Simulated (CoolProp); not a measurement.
CHF3 (R23) at several states: density (kg/m³) from the reference equation and from simpler models built on Tc = 26.1 °C, pc = 4.832 MPa, ω = 0.263; each cubic takes its own stable root.

Model: reference Helmholtz-energy equation of state, Penoncello 2003, in CoolProp.

| T (°C) | p (MPa) | phase | reference |
|---|---|---|---|
| 46.15 | 0.04 | gas | 1.057 |
| -33.85 | 22.6 | liquid | 1333 |
| -62.65 | 0.108 | gas | 4.452 |
| -106.85 | 6.49 | liquid | 1548 |
| 153.65 | 0.376 | gas | 7.475 |
| 6.55 | 0.0227 | gas | 0.6849 |

Q: How far does each simpler model (van der Waals, Soave-Redlich-Kwong, Peng-Robinson) lie from the reference over these 6 states: mean and median of the absolute difference, and the worst?

A: 
- van der Waals: mean 13.8 %, median 0.8 %, worst -43.0 % at -106.85 °C and 6.49 MPa
- Soave-Redlich-Kwong: mean 4.8 %, median 0.4 %, worst -14.7 % at -106.85 °C and 6.49 MPa
- Peng-Robinson: mean 1.2 %, median 0.3 %, worst -3.9 % at -106.85 °C and 6.49 MPa
